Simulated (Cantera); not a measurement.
A perfectly stirred reactor is fed with C2H4 : H2 = 1 : 17 (molar parts), at 3.45 Torr; it is held at 1875 K, and followed from long to short residence time.

Cantera simulation using GRI-Mech 3.0 (53 species, 325 reactions); the numbers are that mechanism's predictions, not measurements. GRI-Mech 3.0 was tuned for natural gas; its chemistry of ethylene as a main component is partial and can be far from experiment. GRI-Mech 3.0 stops at C3 and has no aromatics, soot or wall deposition, so with more carbon than oxygen in the feed, carbon stays in small species such as C2H2 where larger ones or solid carbon would form. Radical loss at walls, strong at low pressure, is not modelled.

What does this change do: H2 17 to 7.8 parts?


```tsv
quantity	before	after
x(C2H4) at τ = 23.0 s	5.83e-6	1.09e-5
x(H2) at τ = 23.0 s	0.940	0.891
x(H) at τ = 23.0 s	0.00747	0.00737
x(CH4) at τ = 23.0 s	3.47e-5	4.99e-5
x(CH3) at τ = 23.0 s	5.51e-6	8.26e-6
x(C2H4) at τ = 0.180 s	0.00297	0.00561
x(H2) at τ = 0.180 s	0.947	0.897
x(H) at τ = 0.180 s	0.000343	0.000372
x(CH4) at τ = 0.180 s	1.13e-5	2.28e-5
x(CH3) at τ = 0.180 s	8.84e-8	2.04e-7
```

What does this change do: pressure from 3.45 Torr to 4.88 Torr?


```json
[
 {"quantity": "x(C2H4) at τ = 23.0 s", "before": "5.83e-6", "after": "6.55e-6"},
 {"quantity": "x(H2) at τ = 23.0 s", "before": "0.940", "after": "0.941"},
 {"quantity": "x(H) at τ = 23.0 s", "before": "0.00747", "after": "0.00690"},
 {"quantity": "x(CH4) at τ = 23.0 s", "before": "3.47e-5", "after": "4.52e-5"},
 {"quantity": "x(CH3) at τ = 23.0 s", "before": "5.51e-6", "after": "6.64e-6"},
 {"quantity": "x(C2H4) at τ = 0.180 s", "before": "0.00297", "after": "0.00204"},
 {"quantity": "x(H2) at τ = 0.180 s", "before": "0.947", "after": "0.947"},
 {"quantity": "x(H) at τ = 0.180 s", "before": "0.000343", "after": "0.000418"},
 {"quantity": "x(CH4) at τ = 0.180 s", "before": "1.13e-5", "after": "1.38e-5"},
 {"quantity": "x(CH3) at τ = 0.180 s", "before": "8.84e-8", "after": "1.28e-7"}
]
```

What does this change do: 1.7 parts H2O added?


| quantity | before | after |
|---|---|---|
| x(C2H4) at τ = 23.0 s | 5.83e-6 | 4.51e-6 |
| x(H2) at τ = 23.0 s | 0.940 | 0.899 |
| x(H) at τ = 23.0 s | 0.00747 | 0.00592 |
| x(CH4) at τ = 23.0 s | 3.47e-5 | 0.00145 |
| x(CH3) at τ = 23.0 s | 5.51e-6 | 0.000191 |
| x(C2H4) at τ = 0.180 s | 0.00297 | 0.00217 |
| x(H2) at τ = 0.180 s | 0.947 | 0.869 |
| x(H) at τ = 0.180 s | 0.000343 | 0.000433 |
| x(CH4) at τ = 0.180 s | 1.13e-5 | 0.000182 |
| x(CH3) at τ = 0.180 s | 8.84e-8 | 1.95e-6 |
